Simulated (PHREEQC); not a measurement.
0.019 g of hydrous ferric oxide (600 m²/g; 0.2 weak and 0.005 strong sites per Fe, Dzombak-Morel constants, diffuse double layer) in 1 kg of water with 0.01 mol/kgw of an inert sodium salt and 0.00013 mol Na2HAsO4 and 0.00011 mol NaH2PO4, at 25 °C; the pH is set by adding NaOH or the inert anion's acid. Oxygen is held at 0.21 atm. CO2 from the air is kept out. No solid was allowed to form.

Equilibrium calculation in PHREEQC: ion-association model, wateq4f.dat.

| pH | As sorbed (%) | P sorbed (%) | surface charge σ (C/m²) |
|---|---|---|---|
| 3 | 26.9 | 6.5 | 0.012 |
| 4 | 26.8 | 6.3 | 0.006 |
| 5 | 25.8 | 5.9 | -0.001 |
| 5.5 | 24.7 | 5.6 | -0.005 |
| 6.5 | 21.0 | 4.7 | -0.013 |
| 7.5 | 15.8 | 3.7 | -0.020 |
| 8.5 | 8.9 | 1.9 | -0.026 |
| 9 | 5.5 | 0.8 | -0.033 |
| 10 | 2.2 | 0.1 | -0.058 |
| 11 | 0.5 | 0.0 | -0.107 |

H3PO4, which wateq4f.dat lacks, is added to it with the constant of phreeqc.dat. The oxide is taken as insoluble; below pH 4 it would dissolve.
